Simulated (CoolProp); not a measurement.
Vapour-liquid equilibrium of n-pentane (1) + cyclohexane (2) at 318.4 K; x and y are mole fractions of (1).

Model: multi-fluid Helmholtz-energy mixture model, Thol 2019 and Zhou 2014; pair parameters Bell 2016, in CoolProp.

```csv
x,"bubble pressure, mixture model (MPa)","bubble pressure, Raoult's law (MPa)","y, mixture model","y, Raoult's law"
0.05,0.03671,0.03564,0.213,0.193
0.15,0.04882,0.04633,0.465,0.444
0.25,0.06016,0.05703,0.611,0.602
0.35,0.07094,0.06772,0.709,0.709
0.45,0.08133,0.07841,0.781,0.788
0.55,0.09149,0.08911,0.837,0.847
0.65,0.1015,0.09980,0.882,0.894
0.75,0.1116,0.1105,0.921,0.931
0.85,0.1217,0.1212,0.955,0.963
0.95,0.1320,0.1319,0.986,0.989
```

The largest gap from Raoult's law is +5.5 % in bubble pressure, at x = 0.25. No azeotrope shows between x = 0.05 and 0.95.

The pair parameters rest on a limited set of measurements; away from them the model extrapolates.
